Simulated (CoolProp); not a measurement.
A simple Rankine cycle with n-perfluorobutane: condensing at 307.15 K, boiler at 1.24 MPa, turbine inlet 396.2 K, turbine efficiency 0.85, pump efficiency 0.6, no recuperator. Each further row changes one setting.

Values from CoolProp's reference Helmholtz-energy equation of state, Gao 2022.

```tsv
case	thermal efficiency (%)	net work (kJ/kg)	heat in (kJ/kg)	turbine exit temperature (K)	volume ratio over the turbine
as stated	7.3	11.7	160	375.5	3.85
turbine inlet 416.2 K	7.1	12.7	180	395.8	3.74
condensing temperature 299.15 K	8.4	14.3	169	372.1	4.94
boiler pressure 0.868 MPa	5.4	8.91	164	382.3	2.56
turbine efficiency 0.75	6.4	10.2	160	377.1	3.87
```
